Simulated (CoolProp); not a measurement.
Vapour-liquid equilibrium of propylene (1) + R115 (2) at 1.63 bar; x and y are mole fractions of (1).

Model: multi-fluid Helmholtz-energy mixture model, Lemmon 2013 and Lemmon 2016; pair parameters Bell 2016, in CoolProp.

```
x      bubble temperature (°C)  y at the bubble point  dew temperature at overall composition x (°C)  liquid density (mol/L)
-----  -----------------------  ---------------------  ---------------------------------------------  ----------------------
0.05                     -30.1                  0.124                                          -28.9                   9.937
0.125                    -32.8                  0.268                                          -30.2                   10.21
0.2                      -34.9                  0.376                                          -31.5                   10.48
0.275                    -36.4                  0.456                                          -32.9                   10.75
0.35                     -37.5                  0.518                                          -34.4                   11.03
0.425                    -38.3                  0.567                                          -35.8                   11.33
0.5                      -38.8                  0.608                                          -37.2                   11.63
0.575                    -39.2                  0.644                                          -38.4                   11.95
0.65                     -39.4                  0.678                                          -39.2                   12.29
0.725                    -39.4                  0.716                                          -39.4                   12.66
0.8                      -39.2                  0.761                                          -39.0                   13.04
0.875                    -38.8                  0.821                                          -38.2                   13.45
0.95                     -37.8                  0.910                                          -37.3                   13.88
```

y crosses x between x = 0.65 and 0.725: the model has an azeotrope there.

Pair parameters are fitted to limited data, so mixtures are less certain than the pure fluids.
